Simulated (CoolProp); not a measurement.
Vapour-liquid equilibrium of carbon dioxide (1) + 1-butene (2) at -47.25 °C; x and y are mole fractions of (1).

Computed with CoolProp (multi-fluid Helmholtz-energy mixture model, Span 1996 and Lemmon 2005; pair parameters Bell 2016).

**Question.** Give the bubble pressure and the first vapour's composition at x = 0.05, 0.15, 0.95. Is there an azeotrope?

**Answer.** x = 0.05: 0.6738 bar, y = 0.790; x = 0.15: 1.782 bar, y = 0.926; x = 0.95: 7.239 bar, y = 0.997. No azeotrope shows between x = 0.05 and 0.95.

The pair parameters rest on a limited set of measurements; away from them the model extrapolates.
